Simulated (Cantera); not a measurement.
Charge: 1 mol trisilylamine, 12 mol N2, at 850 K and 1.00 bar.

Method: chemical equilibrium by Gibbs-energy minimisation in Cantera with the NASA 1993 tables (ideal gas, pure condensed phases). Candidate condensed phases: Si, Si3N4; 18 gas species. The feed counts by its element totals alone. The numbers say what is thermodynamically allowed, not how fast it happens.

Base state: N2 0.700, H2 0.300, NH3 0.000255 (mole fractions); condensed: Si3N4(s).

**Question.** What changes in the equilibrium state with this change: 0.11 mol HF added?

**Answer.** 
```
species          before     after
-------------  --------  --------
N2                0.700     0.697
H2                0.300     0.301
SiF4                  0   0.00181
HF                    0   3.41e-5
NH3            0.000255  0.000256
Si3N4(s), mol      1.00     0.991
```
